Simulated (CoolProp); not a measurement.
Values from CoolProp's reference Helmholtz-energy equation of state, Colonna 2008. It is a short technical equation, of lower accuracy than the large ones.

Give the vapour pressure (MPa), vapour density (kg/m³), liquid cp (kJ/(kg K)) of saturated dodecamethylcyclohexasiloxane (D6) at 249.55, 274.35, 307.45 °C.


```tsv
T (°C)	p (MPa)	vapour density (kg/m³)	liquid cp (kJ/(kg K))
249.55	0.112	12.8	2.04
274.35	0.187	21.6	2.10
307.45	0.343	42.1	2.21
```
